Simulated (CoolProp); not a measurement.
Vapour-liquid equilibrium of R134a (1) + R245fa (2) at 192.2 K; x and y are mole fractions of (1).

Computed with CoolProp (multi-fluid Helmholtz-energy mixture model, Tillner-Roth 1994 and Akasaka 2015; pair parameters Akasaka 2014).

```json
[
 {"x": "0.05", "bubble pressure (kPa)": "0.3493", "y at the bubble point": "0.502", "dew pressure at overall composition x (kPa)": "0.1920", "liquid density (mol/L)": "12.04"},
 {"x": "0.125", "bubble pressure (kPa)": "0.5963", "y at the bubble point": "0.731", "dew pressure at overall composition x (kPa)": "0.2075", "liquid density (mol/L)": "12.25"},
 {"x": "0.2", "bubble pressure (kPa)": "0.8406", "y at the bubble point": "0.825", "dew pressure at overall composition x (kPa)": "0.2258", "liquid density (mol/L)": "12.46"},
 {"x": "0.275", "bubble pressure (kPa)": "1.083", "y at the bubble point": "0.877", "dew pressure at overall composition x (kPa)": "0.2475", "liquid density (mol/L)": "12.67"},
 {"x": "0.35", "bubble pressure (kPa)": "1.323", "y at the bubble point": "0.909", "dew pressure at overall composition x (kPa)": "0.2738", "liquid density (mol/L)": "12.88"},
 {"x": "0.425", "bubble pressure (kPa)": "1.562", "y at the bubble point": "0.932", "dew pressure at overall composition x (kPa)": "0.3064", "liquid density (mol/L)": "13.10"},
 {"x": "0.5", "bubble pressure (kPa)": "1.800", "y at the bubble point": "0.948", "dew pressure at overall composition x (kPa)": "0.3479", "liquid density (mol/L)": "13.32"},
 {"x": "0.575", "bubble pressure (kPa)": "2.038", "y at the bubble point": "0.961", "dew pressure at overall composition x (kPa)": "0.4023", "liquid density (mol/L)": "13.54"},
 {"x": "0.65", "bubble pressure (kPa)": "2.276", "y at the bubble point": "0.971", "dew pressure at overall composition x (kPa)": "0.4768", "liquid density (mol/L)": "13.78"},
 {"x": "0.725", "bubble pressure (kPa)": "2.514", "y at the bubble point": "0.979", "dew pressure at overall composition x (kPa)": "0.5852", "liquid density (mol/L)": "14.02"},
 {"x": "0.8", "bubble pressure (kPa)": "2.753", "y at the bubble point": "0.986", "dew pressure at overall composition x (kPa)": "0.7572", "liquid density (mol/L)": "14.27"},
 {"x": "0.875", "bubble pressure (kPa)": "2.992", "y at the bubble point": "0.992", "dew pressure at overall composition x (kPa)": "1.072", "liquid density (mol/L)": "14.54"},
 {"x": "0.95", "bubble pressure (kPa)": "3.233", "y at the bubble point": "0.997", "dew pressure at overall composition x (kPa)": "1.826", "liquid density (mol/L)": "14.82"}
]
```

No azeotrope shows between x = 0.05 and 0.95.

Pair parameters are fitted to limited data, so mixtures are less certain than the pure fluids.
